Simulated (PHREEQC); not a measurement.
Synthetic water in mg/L, 65 °C, pH 2.51, pe 12.7: Na 2200; K 245; Ca 8.9; Mg 207; Cl 1250; S(6) as SO4 4680; Fe(3) 37.8; N(5) as NO3 5.81; Mn(2) 14.4.

Cl is adjusted to close the charge balance.
Valence states are taken as typed.

Computed with PHREEQC (ion-association model, phreeqc.dat).

This is a speciation only: nothing precipitates in the calculation.

Order these Fe species by the share of Fe that they hold, largest first: FeCl+2, FeSO4+, FeOH+2, Fe(SO4)2-, Fe(OH)2+.

FeSO4+ (66 %), Fe(SO4)2- (14 %), FeOH+2 (13 %), Fe(OH)2+ (2.1 %), FeCl+2 (1.9 %)

The pH is 2.51 and the ionic strength 0.141 mol/kgw. Examples of supersaturated solids here: Jarosite-K, Hematite (slow to form). Others may be too. Species that the database lacks are ignored. Away from 25 °C the constants follow the database's enthalpies or fits; those with neither stay at their 25 °C values.
